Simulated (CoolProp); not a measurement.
Saturation properties of trans-2-butene (Tc = 428.6 K, pc = 4019 kPa, ω = 0.210).

Model: reference Helmholtz-energy equation of state, Lemmon 2005, in CoolProp. It is a short technical equation, of lower accuracy than the large ones.

| T (K) | p (kPa) | vapour density (kg/m³) | enthalpy of vaporisation (kJ/kg) |
|---|---|---|---|
| 315.2 | 388.4 | 9.281 | 362.6 |
| 321.4 | 460.2 | 10.94 | 355.3 |
| 327.5 | 540.1 | 12.79 | 347.7 |
| 333.7 | 631.5 | 14.93 | 339.7 |
| 339.9 | 734.0 | 17.35 | 331.3 |
| 346 | 846.4 | 20.04 | 322.6 |
| 352.2 | 973.2 | 23.14 | 313.3 |
| 358.4 | 1114 | 26.65 | 303.4 |
| 364.5 | 1266 | 30.57 | 293.1 |
| 370.7 | 1436 | 35.10 | 281.8 |
| 376.9 | 1622 | 40.29 | 269.8 |
| 383 | 1823 | 46.17 | 257.0 |
| 389.2 | 2045 | 53.12 | 242.7 |
| 395.4 | 2288 | 61.31 | 227.0 |

It boils at 274.0 K under 1 atm.
